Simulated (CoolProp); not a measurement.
Vapour-liquid equilibrium of benzene (1) + ethylbenzene (2) at 10.95 °C; x and y are mole fractions of (1).

Computed with CoolProp (multi-fluid Helmholtz-energy mixture model, Thol 2012 and Zhou 2012; pair parameters Bell 2016).

Question: Give the bubble pressure and the first vapour's composition at x = 0.2, 0.5, 0.95. Is there an azeotrope?

Answer: x = 0.2: 0.001498 MPa, y = 0.711; x = 0.5: 0.003195 MPa, y = 0.920; x = 0.95: 0.006076 MPa, y = 0.997. No azeotrope shows between x = 0.05 and 0.95.

Pair parameters are fitted to limited data, so mixtures are less certain than the pure fluids.
